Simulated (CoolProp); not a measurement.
A single-stage vapour-compression cycle with n-butane: evaporating at 260.15 K (dew point), condensing at 293.15 K (bubble point), superheat 8 K, subcooling 8 K, compressor efficiency 0.9, no pressure losses. Each further row changes one setting.

Model: reference Helmholtz-energy equation of state, Bücker 2006, in CoolProp.

```tsv
case	cooling COP	pressure ratio	discharge temperature (K)	refrigerating effect (kJ/kg)	volumetric capacity (kJ/m³)
as stated	[?]	3.38	303.5	351	577
evaporating temperature 265.15 K	8.14	2.75	302.7	[?]	[?]
condensing temperature 288.15 K	8.00	2.87	298.6	363	596
subcooling 13 K	[?]	3.38	303.5	363	596
superheat 18 K	6.69	3.38	313.6	[?]	580
compressor efficiency 0.8	[?]	3.38	[?]	351	577
```

Complete the blanks.


- as stated, cooling COP: 6.66
- evaporating temperature 265.15 K, refrigerating effect (kJ/kg): 359
- evaporating temperature 265.15 K, volumetric capacity (kJ/m³): 714
- subcooling 13 K, cooling COP: 6.88
- superheat 18 K, refrigerating effect (kJ/kg): 368
- compressor efficiency 0.8, cooling COP: 5.92
- compressor efficiency 0.8, discharge temperature (K): 307.2
